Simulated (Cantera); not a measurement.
Charge: 1 mol TEOS, 9.8 mol O₂, 0.63 mol H₂, 12 mol H₂O, held at 1250 K and 0.100 bar.

Cantera equilibrium calculation (NASA polynomials, part measured and part estimated; ideal gas, pure solids and liquids). Candidate condensed phases: C, C₆H₆, C₇H₈, C₈H₁₈, H₂O, Si, SiC, SiO₂; 123 gas species. The feed counts by its element totals alone. The tables hold silica as quartz up to 1696 K and as liquid above; real silica turns to tridymite and cristobalite and melts near 1996 K. Gases not in the tables: Si(OH)₄. Rates play no part.

Base state: H₂O 0.630, CO₂ 0.206, H₂ 0.109, CO 0.0555 (mole fractions); condensed: SiO₂(β-quartz).

Question: What changes in the equilibrium state with this change: H₂O from 12 to 1.9 mol?

Answer: 
```csv
species,before,after
H₂O,0.630,0.481
CO₂,0.206,0.274
H₂,0.109,0.129
CO,0.0555,0.116
"SiO₂(β-quartz), mol",1.00,1.00
```
